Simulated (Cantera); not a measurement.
Input (Python, Cantera) and output of one run.

```python
import numpy as np
import cantera as ct

gas_names = """
    CL CL2 H HCL H2 N NH NH2 NH3 N2 N2H2 N2H4 Si SiCL SiCL2 SiCL3 SiCL4 SiH SiHCL3 SiH2 SiH2CL2 SiH3
    SiH3CL SiH4 SiN Si2 Si2N Si3
""".split()
cond_names = """
    NH4CL(a) NH4CL(b) Si(cr) Si(L) Si3N4(a)
""".split()


# ... load() reads the species with a 1 bar reference pressure and builds the phases ...
atoms = {
    'Si3N4': {'Si': 3, 'N': 4},
    'HCl': {'H': 1, 'CL': 1},
    'H2': {'H': 2},
}
top_T = {'Si3N4(a)': 2400}  # K; cautious upper limits of use, not melting points


# ... equilibrate(T, P, feed) seeds the gas with the atoms and calls Mixture.equilibrate('TP', solver="vcs", rtol=1e-11, max_steps=5000) ...
results = []
feed = {'Si3N4': 1, 'HCl': 59, 'H2': 72}  # mol
P = 133.322  # Pa
for T in [1525, 1550, 1575, 1600, 1625, 1650, 1675, 1700]:
    mix = equilibrate(T, P, feed)
    results.append((T, P, feed, dict(zip(mix.species_names, mix.species_moles))))

top = {s: max(r[3][s] / sum(r[3][g] for g in gas_names) for r in results) for s in gas_names}
cols = sorted((s for s in top if top[s] > 0.0001), key=lambda s: -top[s])[:9]
seen = [c for c in cond_names if any(r[3].get(c, 0) > 1e-12 for r in results)]
print("log10 of partial pressures in bar; condensed amounts in mol")
print(f"{'T/K':>10s}" + "".join(f"{s[:9]:>10s}" for s in cols + seen))
for T, P, feed, n in results:
    ng = sum(n[g] for g in gas_names)
    print(f"{T:10.4g}" + "".join(f"{np.log10(max(n[s] / ng * P / 1e5, 1e-99)):10.3f}" for s in cols)
          + "".join(f"{n.get(c, 0):10.4g}" for c in seen))
```

Output:

```
log10 of partial pressures in bar; condensed amounts in mol
       T/K        H2       HCL     SiCL2        N2         H        CL     SiCL3     SiCL4
      1525    -3.123    -3.276    -4.542    -4.698    -6.188    -6.436    -5.928    -6.842
      1550    -3.124    -3.276    -4.539    -4.698    -6.064    -6.314    -5.992    -7.000
      1575    -3.124    -3.276    -4.536    -4.698    -5.943    -6.195    -6.053    -7.153
      1600    -3.124    -3.276    -4.534    -4.698    -5.827    -6.081    -6.114    -7.301
      1625    -3.124    -3.277    -4.533    -4.698    -5.714    -5.970    -6.172    -7.446
      1650    -3.125    -3.277    -4.532    -4.698    -5.604    -5.862    -6.230    -7.586
      1675    -3.125    -3.277    -4.531    -4.699    -5.498    -5.757    -6.286    -7.722
      1700    -3.125    -3.278    -4.531    -4.699    -5.394    -5.656    -6.340    -7.855
```

Cantera equilibrium calculation (NASA polynomials, part measured and part estimated; ideal gas, pure solids and liquids). The tables' values for SiCl3, SiCl are old estimates; treat these amounts as uncertain.
